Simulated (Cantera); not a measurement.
Charge: 1 mol Si(CH3)4, 0.65 mol HCl, 5.1 mol H2, equilibrated at 2475 K and 2.40 Torr.

Equilibrium computed with Cantera from the NASA thermochemical tables; the gas is ideal and each condensed phase is pure. Candidate condensed phases: C, C6H6, C7H8, C8H18, Si, SiC; 109 gas species. The tables' values for SiCl are old estimates; treat these amounts as uncertain. Gases not in the tables: Si2H6 and higher silanes. Rates play no part.

### Question
What is the equilibrium state?

### Answer
```json
{
 "x(H2)": "0.583",
 "x(H)": "0.304",
 "x(Si)": "0.0503",
 "x(HCl)": "0.0309",
 "x(SiC2)": "0.0121",
 "x(Cl)": "0.0114",
 "x(C2H2 (acetylene))": "0.00567",
 "x(Si2C)": "0.00122",
 "x(SiH)": "0.000596",
 "n(C(graphite))": "3.43 mol",
 "gas_amount": "15.10 mol",
 "log10 activity of Si(l) (absent)": "-1.39"
}
```
